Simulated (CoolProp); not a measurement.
Nitrous oxide along the isobar 8550 kPa: density (kg/m³) from the reference equation and from simpler models built on Tc = 309.5 K, pc = 7245 kPa, ω = 0.161; each cubic takes its own stable root.

Values from CoolProp's reference Helmholtz-energy equation of state, Lemmon 2006. It is a short technical equation, of lower accuracy than the large ones.

| T (K) | phase | reference |
|---|---|---|
| 230.1 | liquid | 1105 |
| 252.8 | liquid | 1026 |
| 275.5 | liquid | 932.2 |
| 298.1 | liquid | 803.7 |
| 320.8 | supercritical | 345.4 |
| 343.5 | supercritical | 205.2 |
| 366.2 | supercritical | 167.5 |
| 388.8 | supercritical | 145.8 |

### Question
How far does each simpler model (van der Waals, Redlich-Kwong, Soave-Redlich-Kwong, Peng-Robinson) lie from the reference over these 8 states: mean and median of the absolute difference, and the worst?

### Answer
- van der Waals: mean 19.6 %, median 20.7 %, worst -35.7 % at 230.1 K and 8550 kPa
- Redlich-Kwong: mean 6.4 %, median 5.2 %, worst -15.5 % at 298.1 K and 8550 kPa
- Soave-Redlich-Kwong: mean 6.6 %, median 7.1 %, worst -14.1 % at 298.1 K and 8550 kPa
- Peng-Robinson: mean 2.7 %, median 2.1 %, worst +5.1 % at 230.1 K and 8550 kPa
